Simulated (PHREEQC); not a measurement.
Consider water at 25 °C with 0.16 mol NaHS, 5.3e-05 mol HCl and 4e-05 mol ZnCl2 per kg of water. It is in equilibrium with CO2 at log p = -2 (atm). Otherwise closed; pH follows from the charge balance.

Computed with PHREEQC (ion-association model, wateq4f.dat).

**Question.** The ionic strength comes out as 0.159 mol/kgw. What activity coefficients do CO3-2, NaCO3-, Cl-, HS-, HCO3- get?

**Answer.** CO3-2 0.33, NaCO3- 0.76, Cl- 0.73, HS- 0.72, HCO3- 0.76.

This is a speciation only: nothing precipitates in the calculation. Saturation is exceeded, for instance for Sphalerite (slow to form); the values hold only as long as no solid forms. The polysulfide entries of wateq4f.dat were taken out for this run.
